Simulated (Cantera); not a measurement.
Input: 1 mol FeS, 0.2 mol SO2, 5.2 mol CO2, at 1423 K and 9.10 bar.

Equilibrium computed with Cantera from the NASA thermochemical tables; the gas is ideal and each condensed phase is pure. Candidate condensed phases: C, Fe, Fe(CO)5, FeO, FeS, FeSO4, FeS2, Fe2O3, Fe2(SO4)3, Fe3O4, S; 25 gas species. Metal and sulfide melt together well below either melting point, which pure phases cannot show. Mutual solubility and eutectic melting of coexisting phases are not modelled. The tables' stoichiometric FeO is somewhat more stable than real wüstite, so its field is too wide. FeO, FeS: taken at fixed stoichiometry. Rates play no part.

Base state: CO2 0.893, CO 0.0503, SO2 0.0486, S2 0.00596, COS 0.00207, S2O 0.000417, SO 0.000179 (mole fractions); condensed: FeO(s) + FeS(s).

Task: What changes in the equilibrium state with this change: pressure from 9.10 bar to 10.0 mbar?

Result: 
```
species        before     after
-----------  --------  --------
CO2             0.893     0.602
CO             0.0503     0.258
SO2            0.0486    0.0786
S2            0.00596    0.0578
S             4.06e-7   3.82e-5
SO           0.000179   0.00221
COS           0.00207   0.00110
S2O          0.000417  0.000531
FeO(s), mol     0.150     1.000
FeS(s), mol     0.850         0
```
FeO: taken at fixed stoichiometry.

Task: What changes in the equilibrium state with this change: temperature from 1423 K to 1548 K?

Result: 
| species | before | after |
|---|---|---|
| CO2 | 0.893 | 0.830 |
| CO | 0.0503 | 0.0957 |
| SO2 | 0.0486 | 0.0597 |
| S2 | 0.00596 | 0.0103 |
| SO | 0.000179 | 0.000521 |
| S2O | 0.000417 | 0.000681 |
| FeO(s), mol | 0.150 | 0.277 |
| FeS(s), mol | 0.850 | 0 |
| FeS(l), mol | 0 | 0.723 |

Task: What changes in the equilibrium state with this change: temperature from 1423 K to 1148 K?

Result: 
```tsv
species	before	after
CO2	0.893	0.954
SO2	0.0486	0.0368
CO	0.0503	0.00617
SO	0.000179	1.03e-5
S2	0.00596	0.00208
S2O	0.000417	0.000178
COS	0.00207	0.000904
FeO(s), mol	0.150	0
FeS(s), mol	0.850	0.971
Fe3O4(s), mol	0	0.00961
```
FeS: taken at fixed stoichiometry. Gases not in the tables: S3 to S7.
